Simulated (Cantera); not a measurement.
Input (Python, Cantera):

```python
import numpy as np
import cantera as ct

gas = ct.Solution("gri30.yaml")
gas.TPX = 1650, 101325, {'CO': 1, 'H2': 0.064, 'O2': 0.484, 'N2': 3.29}
reactor = ct.IdealGasReactor(gas, energy="on", clone=False)
net = ct.ReactorNet([reactor])
net.rtol, net.atol = 1e-08, 1e-16
show = ['CO', 'H2', 'O2', 'H2O', 'O', 'H2O2', 'NO2']
times = np.geomspace(2e-06, 0.2, 16)

steps = ct.SolutionArray(gas, extra=["t"])
rows = []
print(f"{'t/s':>10s}{'T/K':>9s}{'P/Pa':>11s}" + "".join(f"{s:>11s}" for s in show))
for t in times:
    while net.time < t:
        t_next = net.step()
        steps.append(gas.state, t=t_next)
    rows.append([np.interp(t, steps.t, y) for y in (steps.T, steps.P, *steps(*show).X.T)])
    print(f"{t:10.3e}{rows[-1][0]:9.1f}{rows[-1][1]:11.4g}" + "".join(f"{x:11.3e}" for x in rows[-1][2:]))
rate = np.gradient(steps.T, steps.t)
print("integrator steps:", len(steps.t))
if steps.T.max() > steps.T[0] + 200:
    print(f"time of steepest temperature rise: {steps.t[rate.argmax()]:.4e} s")
gas.TPX = 1650, 101325, {'CO': 1, 'H2': 0.064, 'O2': 0.484, 'N2': 3.29}
gas.equilibrate("UV")
print(f"equilibrium (UV): T = {gas.T:.1f} K  " + "  ".join(f"{s} {gas[s].X[0]:.3e}" for s in show))
```

Result:

```
       t/s      T/K       P/Pa         CO         H2         O2        H2O          O       H2O2        NO2
 2.000e-06   1650.0  1.013e+05  2.067e-01  1.323e-02  1.000e-01  4.497e-08  3.643e-07  8.419e-11  3.296e-20
 4.309e-06   1650.0  1.013e+05  2.067e-01  1.323e-02  1.000e-01  4.058e-07  1.074e-06  2.498e-10  6.605e-19
 9.283e-06   1650.0  1.013e+05  2.067e-01  1.322e-02  1.000e-01  5.408e-06  7.425e-06  7.022e-10  2.476e-17
 2.000e-05   1650.6  1.014e+05  2.063e-01  1.263e-02  9.937e-02  3.252e-04  3.799e-04  1.714e-08  4.325e-14
 4.309e-05   1725.5  1.057e+05  1.782e-01  9.269e-04  6.993e-02  6.743e-03  2.228e-02  1.431e-07  1.084e-09
 9.283e-05   1962.9  1.189e+05  1.352e-01  1.131e-03  4.299e-02  3.182e-03  3.561e-02  6.273e-08  1.600e-08
 2.000e-04   2257.7  1.344e+05  1.231e-01  1.319e-03  4.077e-02  5.378e-03  2.386e-02  3.409e-08  7.161e-08
 4.309e-04   2551.7  1.492e+05  1.070e-01  1.173e-03  3.602e-02  7.744e-03  1.332e-02  2.065e-08  3.789e-07
 9.283e-04   2747.3  1.586e+05  9.218e-02  9.772e-04  2.925e-02  9.280e-03  7.629e-03  2.241e-08  1.397e-06
 2.000e-03   2775.7  1.598e+05  8.916e-02  9.489e-04  2.603e-02  9.643e-03  6.369e-03  2.365e-08  2.703e-06
 4.309e-03   2771.8  1.596e+05  8.914e-02  9.556e-04  2.495e-02  9.704e-03  6.108e-03  2.314e-08  3.385e-06
 9.283e-03   2771.2  1.596e+05  8.914e-02  9.566e-04  2.480e-02  9.712e-03  6.074e-03  2.306e-08  3.477e-06
 2.000e-02   2771.2  1.596e+05  8.914e-02  9.566e-04  2.480e-02  9.712e-03  6.073e-03  2.306e-08  3.478e-06
 4.309e-02   2771.2  1.596e+05  8.914e-02  9.566e-04  2.480e-02  9.712e-03  6.073e-03  2.306e-08  3.478e-06
 9.283e-02   2771.2  1.596e+05  8.914e-02  9.566e-04  2.480e-02  9.712e-03  6.073e-03  2.306e-08  3.478e-06
 2.000e-01   2771.2  1.596e+05  8.914e-02  9.566e-04  2.480e-02  9.712e-03  6.073e-03  2.306e-08  3.478e-06
integrator steps: 1273
time of steepest temperature rise: 5.5602e-05 s
equilibrium (UV): T = 2771.2 K  CO 8.914e-02  H2 9.566e-04  O2 2.480e-02  H2O 9.712e-03  O 6.073e-03  H2O2 2.306e-08  NO2 3.478e-06
```

Model: GRI-Mech 3.0 (53 species, 325 reactions), integrated in Cantera.
